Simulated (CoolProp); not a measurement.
Vapour-liquid equilibrium of n-hexane (1) + n-decane (2) at 349 kPa; x and y are mole fractions of (1).

The numbers come from the multi-fluid Helmholtz-energy mixture model, Thol 2019 and Lemmon 2006; pair parameters Kunz 2012 in CoolProp.

| x | bubble temperature (°C) | y at the bubble point | dew temperature at overall composition x (°C) | liquid density (mol/L) |
|---|---|---|---|---|
| 0.05 | 218.5 | 0.217 | 227.5 | 3.988 |
| 0.2 | 188.0 | 0.637 | 219.5 | (withheld) |
| 0.35 | (withheld) | 0.828 | 210.4 | 4.781 |
| 0.5 | 147.6 | 0.916 | 199.8 | 5.164 |
| 0.65 | 134.7 | (withheld) | 186.7 | 5.556 |
| 0.8 | 124.6 | 0.983 | 169.0 | 5.967 |
| 0.95 | (withheld) | 0.997 | 137.9 | 6.406 |

Q: Fill in the missing entries.

A: 
- 0.2, liquid density (mol/L): 4.393
- 0.35, bubble temperature (°C): 164.8
- 0.65, y at the bubble point: 0.959
- 0.95, bubble temperature (°C): 116.5

No azeotrope shows between x = 0.05 and 0.95.

The pair parameters rest on a limited set of measurements; away from them the model extrapolates.
